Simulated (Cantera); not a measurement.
# Equilibrium for silicon nitride deposition: trisilylamine + N2

A closed system holds: 1 mol trisilylamine, a varied amount of N2, at 6.60 Pa.

Cantera equilibrium calculation (NASA polynomials, part measured and part estimated; ideal gas, pure solids and liquids). Candidate condensed phases: Si, Si3N4; 18 gas species. The feed counts by its element totals alone. Mutual solubility and eutectic melting of coexisting phases are not modelled. Kinetics and transport are ignored.

Map the stable condensed phases over T = 627, 677, 727, 777, 827, 877, 927, 977, 1027, 1077, 1127, 1177, 1227 °C and n(N2) in mol = 0.35, 0.41, 0.49, 0.58, 0.69, 0.81, 0.96, 1.1, 1.3, 1.6, 1.9, 2.2, 2.6.


```
T in °C \ n(N2) in mol
         0.35 0.41 0.49 0.58 0.69 0.81 0.96  1.1  1.3  1.6  1.9  2.2  2.6
   1227     A    A    A    A    A    A    A    A    A    A    A    A    A
   1177     A    A    A    A    A    A    A    B    B    B    B    B    B
   1127     B    B    B    B    B    B    B    B    B    B    B    C    C
   1077     B    B    B    B    B    B    B    B    B    B    C    C    C
   1027     B    B    B    B    B    B    B    B    B    C    C    C    C
    977     B    B    B    B    B    B    B    B    B    C    C    C    C
    927     B    B    B    B    B    B    B    B    B    C    C    C    C
    877     B    B    B    B    B    B    B    B    B    C    C    C    C
    827     B    B    B    B    B    B    B    B    B    C    C    C    C
    777     B    B    B    B    B    B    B    B    B    C    C    C    C
    727     B    B    B    B    B    B    B    B    B    C    C    C    C
    677     B    B    B    B    B    B    B    B    B    C    C    C    C
    627     B    B    B    B    B    B    B    B    B    C    C    C    C
```
A: Si; B: Si + Si3N4; C: Si3N4.
